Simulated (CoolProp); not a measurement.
Isohexane at 293.15 K and 0.00708 MPa is throttled through a valve to 0.00472 MPa with no heat exchange. Each further row changes one setting.

Computed with CoolProp (reference Helmholtz-energy equation of state, Lemmon 2006). It is a short technical equation, of lower accuracy than the large ones.

| case | temperature change (K) | final density (kg/m³) |
|---|---|---|
| as stated | ___ | ___ |
| outlet pressure 0.00142 MPa | -0.3 | ___ |
| outlet pressure 0.00614 MPa | ___ | ___ |

Question: Some entries are withheld; supply them.

Answer: 
- as stated, temperature change (K): -0.1
- as stated, final density (kg/m³): 0.168
- outlet pressure 0.00142 MPa, final density (kg/m³): 0.0503
- outlet pressure 0.00614 MPa, temperature change (K): -0.0
- outlet pressure 0.00614 MPa, final density (kg/m³): 0.218
